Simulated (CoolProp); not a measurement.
Values from CoolProp's reference Helmholtz-energy equation of state, Fiedler 2023.

Give the vapour pressure (MPa), liquid density (kg/m³), enthalpy of vaporisation (kJ/kg), liquid cp (kJ/(kg K)) of saturated tetrahydrofuran at 471.4, 481.2 K.


```
T (K)  p (MPa)  liquid density (kg/m³)  enthalpy of vaporisation (kJ/kg)  liquid cp (kJ/(kg K))
-----  -------  ----------------------  --------------------------------  ---------------------
471.4     1.97                     651                               282                   2.63
481.2     2.30                     631                               266                   2.74
```
